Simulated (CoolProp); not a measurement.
Vapour-liquid equilibrium of benzene (1) + p-xylene (2) at 521.3 K; x and y are mole fractions of (1).

Values from CoolProp's multi-fluid Helmholtz-energy mixture model, Thol 2012 and Zhou 2012; pair parameters Bell 2016.

Question: Give the bubble pressure and the first vapour's composition at x = 0.15, 0.25, 0.85. Is there an azeotrope?

Answer: x = 0.15: 11.98 bar, y = 0.277; x = 0.25: 13.68 bar, y = 0.418; x = 0.85: 25.56 bar, y = 0.917. No azeotrope shows between x = 0.05 and 0.95.

Pair parameters are fitted to limited data, so mixtures are less certain than the pure fluids.
